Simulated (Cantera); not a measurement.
A perfectly stirred reactor is fed with CH₄ : H₂ : H = 0.026 : 1 : 0.15 (molar parts), at 10.00 Torr; it is held at 2625 K, and followed from long to short residence time.

Model: GRI-Mech 3.0 (53 species, 325 reactions), integrated in Cantera. GRI-Mech 3.0 stops at C3 and has no aromatics, soot or wall deposition, so with more carbon than oxygen in the feed, carbon stays in small species such as C2H2 where larger ones or solid carbon would form. Radical loss at walls, strong at low pressure, is not modelled.

Task: Predict: x(CH₄) at τ = 0.400 s; x(H₂) at τ = 0.400 s; x(H) at τ = 0.400 s; x(C₂H₄) at τ = 0.400 s; x(CH₄) at τ = 19.0 ms; x(H₂) at τ = 19.0 ms; x(H) at τ = 19.0 ms; x(C₂H₆) at τ = 19.0 ms; x(C₂H₄) at τ = 19.0 ms.

Result: 
```json
{
 "x(CH₄) at τ = 0.400 s": "7.33e-6",
 "x(H₂) at τ = 0.400 s": "0.763",
 "x(H) at τ = 0.400 s": "0.227",
 "x(C₂H₄) at τ = 0.400 s": "9.04e-8",
 "x(CH₄) at τ = 19.0 ms": "0.000234",
 "x(H₂) at τ = 19.0 ms": "0.876",
 "x(H) at τ = 19.0 ms": "0.113",
 "x(C₂H₆) at τ = 19.0 ms": "1.40e-9",
 "x(C₂H₄) at τ = 19.0 ms": "1.18e-6"
}
```
